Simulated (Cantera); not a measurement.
What does this Cantera script print?

```python
import numpy as np
import cantera as ct

gas_names = """
    CL CL2 H HCL H2 Si SiCL SiCL2 SiCL3 SiCL4 SiH SiHCL3 SiH2 SiH2CL2 SiH3 SiH3CL SiH4 Si2 Si3
""".split()
cond_names = """
    Si(cr) Si(L)
""".split()


def load(file, names, dense=False):
    # The tables refer to 1 bar. Condensed volumes are neglected.
    table = {s.name: s for s in ct.Species.list_from_file(file)}
    out = []
    for n in names:
        d = dict(table[n].input_data)
        d["thermo"] = dict(d["thermo"], **{"reference-pressure": 1e5})
        if dense:
            d["equation-of-state"] = {"model": "constant-volume", "density": "1e6 g/cm^3"}
        out.append(ct.Species.from_dict(d))
    return out


gas = ct.Solution(thermo="ideal-gas", species=load("nasa_gas.yaml", gas_names))
cond = {s.name: ct.Solution(thermo="fixed-stoichiometry", species=[s], name=s.name)
        for s in load("nasa_condensed.yaml", cond_names, dense=True)}
atoms = {
    'SiHCl3': {'Si': 1, 'H': 1, 'CL': 3},
    'H2': {'H': 2},
}
top_T = {}  # K; cautious upper limits of use, not melting points


def equilibrate(T, P, feed):
    n = {}
    for name, mol in feed.items():
        for a, k in atoms[name].items():
            n[a] = n.get(a, 0.0) + k * mol
    gas.TPX = T, P, n
    mass = sum(n.values()) * gas.mean_molecular_weight
    gas.equilibrate("TP")
    valid = [c for c in cond.values() if c.min_temp <= T <= top_T.get(c.name, c.max_temp)]
    mix = ct.Mixture([(gas, mass / gas.mean_molecular_weight)] + [(c, 0.0) for c in valid])
    mix.T, mix.P = T, P
    mix.equilibrate("TP", solver="vcs", rtol=1e-11, max_steps=5000)
    return mix


results = []
T = 1598.15  # K
P = 39000  # Pa
for m in [6.2, 9, 13, 19, 28, 41, 60, 88, 130, 190, 270, 400, 580]:
    feed = {'SiHCl3': 1, 'H2': m}  # mol
    mix = equilibrate(T, P, feed)
    results.append((T, P, feed, dict(zip(mix.species_names, mix.species_moles))))

top = {s: max(r[3][s] / sum(r[3][g] for g in gas_names) for r in results) for s in gas_names}
cols = sorted((s for s in top if top[s] > 1e-05), key=lambda s: -top[s])[:5]
seen = [c for c in cond_names if any(r[3].get(c, 0) > 1e-12 for r in results)]
print("log10 of partial pressures in bar; condensed amounts in mol")
print(f"{'n(H2)':>10s}" + "".join(f"{s[:9]:>10s}" for s in cols + seen))
for T, P, feed, n in results:
    ng = sum(n[g] for g in gas_names)
    print(f"{feed['H2']:10.4g}" + "".join(f"{np.log10(max(n[s] / ng * P / 1e5, 1e-99)):10.3f}" for s in cols)
          + "".join(f"{n.get(c, 0):10.4g}" for c in seen))
```

It prints:

```
log10 of partial pressures in bar; condensed amounts in mol
     n(H2)        H2       HCL     SiCL2     SiCL3     SiCL4    Si(cr)
       6.2    -0.530    -1.271    -1.474    -2.340    -2.813    0.1483
         9    -0.501    -1.333    -1.628    -2.571    -3.120    0.2196
        13    -0.478    -1.407    -1.798    -2.826    -3.461    0.3004
        19    -0.460    -1.496    -1.994    -3.120    -3.853    0.3919
        28    -0.446    -1.599    -2.215    -3.451    -4.294     0.489
        41    -0.436    -1.712    -2.451    -3.806    -4.767    0.5827
        60    -0.428    -1.835    -2.705    -4.186    -5.274    0.6694
        88    -0.422    -1.968    -2.976    -4.594    -5.817    0.7459
       130    -0.418    -2.111    -3.268    -5.030    -6.400    0.8106
       190    -0.415    -2.257    -3.563    -5.473    -6.989    0.8605
       270    -0.414    -2.397    -3.844    -5.895    -7.552    0.8961
       400    -0.412    -2.557    -4.166    -6.378    -8.196    0.9257
       580    -0.411    -2.712    -4.475    -6.842    -8.815    0.9454
```

Equilibrium computed with Cantera from the NASA thermochemical tables; the gas is ideal and each condensed phase is pure. The tables' values for SiCl3 are old estimates; treat these amounts as uncertain.
